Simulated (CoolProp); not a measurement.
Carbonyl sulfide along the isobar 228 bar: fugacity coefficient from the reference equation and from simpler models built on Tc = 378.8 K, pc = 63.69 bar, ω = 0.098; each cubic takes its own stable root.

Computed with CoolProp (reference Helmholtz-energy equation of state, Lemmon 2006). It is a short technical equation, of lower accuracy than the large ones.

```json
[
 {"T (K)": "312.5", "phase": "liquid", "reference": "0.1069"},
 {"T (K)": "325.4", "phase": "liquid", "reference": "0.1344"},
 {"T (K)": "338.3", "phase": "liquid", "reference": "0.1651"},
 {"T (K)": "351.2", "phase": "liquid", "reference": "0.1985"},
 {"T (K)": "364", "phase": "liquid", "reference": "0.2341"},
 {"T (K)": "376.9", "phase": "liquid", "reference": "0.2718"},
 {"T (K)": "389.8", "phase": "supercritical", "reference": "0.3109"},
 {"T (K)": "402.7", "phase": "supercritical", "reference": "0.3509"},
 {"T (K)": "415.6", "phase": "supercritical", "reference": "0.3911"},
 {"T (K)": "428.5", "phase": "supercritical", "reference": "0.4310"},
 {"T (K)": "441.4", "phase": "supercritical", "reference": "0.4701"},
 {"T (K)": "454.3", "phase": "supercritical", "reference": "0.5079"},
 {"T (K)": "467.2", "phase": "supercritical", "reference": "0.5441"}
]
```

How far does each simpler model (van der Waals, Redlich-Kwong, Soave-Redlich-Kwong, Peng-Robinson) lie from the reference over these 13 states: mean and median of the absolute difference, and the worst?


- van der Waals: mean 25.9 %, median 17.0 %, worst +82.0 % at 312.5 K and 228 bar
- Redlich-Kwong: mean 5.0 %, median 4.6 %, worst +11.0 % at 312.5 K and 228 bar
- Soave-Redlich-Kwong: mean 5.2 %, median 5.2 %, worst +5.5 % at 376.9 K and 228 bar
- Peng-Robinson: mean 2.8 %, median 2.7 %, worst -3.2 % at 312.5 K and 228 bar
